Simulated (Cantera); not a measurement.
Cantera run, input and output.

```python
import numpy as np
import cantera as ct

gas = ct.Solution("gri30.yaml")
gas.TPX = 1348, 74000, {'H2': 1.7, 'O2': 1, 'N2': 58}
reactor = ct.IdealGasConstPressureReactor(gas, energy="off", clone=False)
net = ct.ReactorNet([reactor])
net.rtol, net.atol = 1e-08, 1e-18
show = ['H2', 'O2', 'HO2', 'H', 'NO2', 'H2O']
times = np.geomspace(9e-06, 5, 11)

steps = ct.SolutionArray(gas, extra=["t"])
rows = []
print(f"{'t/s':>10s}{'T/K':>9s}{'P/Pa':>11s}" + "".join(f"{s:>11s}" for s in show))
for t in times:
    while net.time < t:
        t_next = net.step()
        steps.append(gas.state, t=t_next)
    rows.append([np.interp(t, steps.t, y) for y in (steps.T, steps.P, *steps(*show).X.T)])
    print(f"{t:10.3e}{rows[-1][0]:9.1f}{rows[-1][1]:11.4g}" + "".join(f"{x:11.3e}" for x in rows[-1][2:]))
rate = np.gradient(steps.T, steps.t)
print("integrator steps:", len(steps.t))
if steps.T.max() > steps.T[0] + 200:
    print(f"time of steepest temperature rise: {steps.t[rate.argmax()]:.4e} s")
gas.TPX = 1348, 74000, {'H2': 1.7, 'O2': 1, 'N2': 58}
gas.equilibrate("TP")
print(f"equilibrium (TP): T = {gas.T:.1f} K  " + "  ".join(f"{s} {gas[s].X[0]:.3e}" for s in show))
```

Result:

```
       t/s      T/K       P/Pa         H2         O2        HO2          H        NO2        H2O
 9.000e-06   1348.0    7.4e+04  2.801e-02  1.647e-02  2.571e-09  2.681e-09  3.889e-26  4.285e-10
 3.378e-05   1348.0    7.4e+04  2.801e-02  1.647e-02  1.008e-08  2.073e-08  2.455e-23  1.479e-08
 1.268e-04   1348.0    7.4e+04  2.800e-02  1.647e-02  1.952e-07  3.657e-06  4.251e-19  4.373e-06
 4.761e-04   1348.0    7.4e+04  3.709e-03  5.360e-03  1.453e-06  8.758e-03  1.929e-10  1.963e-02
 1.787e-03   1348.0    7.4e+04  1.670e-03  3.421e-03  9.477e-07  1.673e-03  6.195e-10  2.561e-02
 6.708e-03   1348.0    7.4e+04  3.510e-04  2.633e-03  5.897e-07  1.270e-04  1.881e-09  2.789e-02
 2.518e-02   1348.0    7.4e+04  3.704e-05  2.505e-03  1.744e-07  4.153e-06  9.305e-09  2.834e-02
 9.453e-02   1348.0    7.4e+04  3.913e-06  2.499e-03  2.251e-08  1.500e-07  1.718e-08  2.839e-02
 3.548e-01   1348.0    7.4e+04  6.649e-07  2.500e-03  3.758e-09  1.100e-08  1.177e-08  2.840e-02
 1.332e+00   1348.0    7.4e+04  1.942e-07  2.501e-03  1.301e-09  1.766e-09  7.558e-09  2.840e-02
 5.000e+00   1348.0    7.4e+04  1.319e-07  2.501e-03  1.038e-09  9.885e-10  6.952e-09  2.840e-02
integrator steps: 1815
equilibrium (TP): T = 1348.0 K  H2 1.320e-07  O2 2.473e-03  HO2 1.027e-09  H 9.837e-10  NO2 5.408e-08  H2O 2.840e-02
```

Detailed kinetics in Cantera: GRI-Mech 3.0 (53 species, 325 reactions).
